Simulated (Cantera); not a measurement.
An isothermal, constant-pressure homogeneous reactor starts with 5.26 % CH4, 94.7 % H2, at 1873 K and 49.5 Torr.

Model: GRI-Mech 3.0 (53 species, 325 reactions), integrated in Cantera. GRI-Mech 3.0 stops at C3 and has no aromatics, soot or wall deposition, so with more carbon than oxygen in the feed, carbon stays in small species such as C2H2 where larger ones or solid carbon would form.

x: mole fraction; the columns are a selection and need not sum to one.

| t (s) | x CH4 | x H2 | x CH2 | x C2H | x CH3 | x H |
|---|---|---|---|---|---|---|
| 3.00e-6 | 0.0526 | 0.947 | 1.71e-12 | <1e-12 | 2.27e-6 | 2.19e-6 |
| 2.85e-5 | 0.0526 | 0.947 | 3.72e-10 | <1e-12 | 2.21e-5 | 2.02e-5 |
| 0.000271 | 0.0524 | 0.947 | … | <1e-12 | … | … |
| 0.00258 | 0.0495 | 0.947 | 2.26e-6 | … | … | … |
| 0.0245 | 0.0240 | 0.960 | 2.32e-6 | 3.38e-7 | 0.00106 | 0.00213 |
| 0.233 | 0.00329 | 0.971 | 4.75e-7 | 6.87e-7 | 0.000165 | 0.00243 |
| 2.21 | 0.000435 | 0.972 | 6.81e-8 | 7.46e-7 | 2.23e-5 | 0.00249 |
| 21.0 | 0.000342 | 0.972 | 5.36e-8 | 7.48e-7 | 1.75e-5 | 0.00250 |
| 200 | 0.000342 | 0.972 | 5.36e-8 | 7.48e-7 | 1.75e-5 | 0.00250 |

What belongs in the gaps?


- 0.000271, x CH2: 4.63e-8
- 0.000271, x CH3: 0.000210
- 0.000271, x H: 0.000190
- 0.00258, x C2H: 9.21e-9
- 0.00258, x CH3: 0.00154
- 0.00258, x H: 0.00148
